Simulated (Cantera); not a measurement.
**Equilibrium for carbon deposition, reforming and gasification: C₃H₈ + O₂ + N₂**

Input: 1 mol C₃H₈, 0.26 mol O₂, 2.5 mol N₂, equilibrated at 4.50 bar.

Cantera equilibrium calculation (NASA polynomials, part measured and part estimated; ideal gas, pure solids and liquids). Candidate condensed phases: C, C₆H₆, C₇H₈, C₈H₁₈, H₂O; 136 gas species. Rates play no part.

From 1473 K to 2823 K the condensed part is C(graphite). The main C-bearing gas is CO throughout. The share of C in condensed phases is highest at 1623 K (81.9 %) and lowest at 2823 K (57.8 %).

| T (K) | log p H₂ | log p N₂ | log p CO | log p HCN | log p H | log p C₂H₂ (acetylene) | n C(graphite) |
|---|---|---|---|---|---|---|---|
| 1473 | 0.40 | 0.21 | -0.48 | -2.75 | -4.70 | -4.78 | 2.45 |
| 1623 | 0.41 | 0.21 | -0.48 | -2.32 | -3.96 | -4.05 | 2.46 |
| 1773 | 0.41 | 0.20 | -0.48 | -1.96 | -3.34 | -3.45 | 2.45 |
| 1923 | 0.41 | 0.20 | -0.48 | -1.66 | -2.82 | -2.94 | 2.44 |
| 2073 | 0.40 | 0.20 | -0.48 | -1.41 | -2.38 | -2.51 | 2.40 |
| 2223 | 0.40 | 0.19 | -0.48 | -1.19 | -1.99 | -2.14 | 2.35 |
| 2373 | 0.39 | 0.19 | -0.48 | -1.00 | -1.66 | -1.82 | 2.26 |
| 2523 | 0.38 | 0.18 | -0.48 | -0.84 | -1.36 | -1.54 | 2.13 |
| 2673 | 0.37 | 0.17 | -0.48 | -0.71 | -1.11 | -1.30 | 1.96 |
| 2823 | 0.35 | 0.15 | -0.48 | -0.59 | -0.88 | -1.10 | 1.74 |
log p: log10 of the partial pressure in bar; n: condensed amount in mol.
